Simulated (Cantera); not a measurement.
Mixture: CH₄ : O₂ : N₂ = 1 : 1.05 : 3.96 (molar parts), at 1600000 Pa, adiabatic and at constant pressure. Ignition delay is the time to a rise of 400 K.

Model: GRI-Mech 3.0 (53 species, 325 reactions), integrated in Cantera. The pressure lies above the range GRI-Mech 3.0 was tuned for (to about 10 atm).

Task: What does this change do: CH4 1 to 0.71 parts?

Result: 
```csv
quantity,before,after
delay at 1098 K,14.4 ms,12.1 ms
delay at 1198 K,4.00 ms,3.32 ms
delay at 1298 K,1.28 ms,1.06 ms
delay at 1398 K,0.448 ms,0.375 ms
delay at 1498 K,0.169 ms,0.143 ms
apparent activation energy between 1398 and 1498 K,170 kJ/mol,170 kJ/mol
```
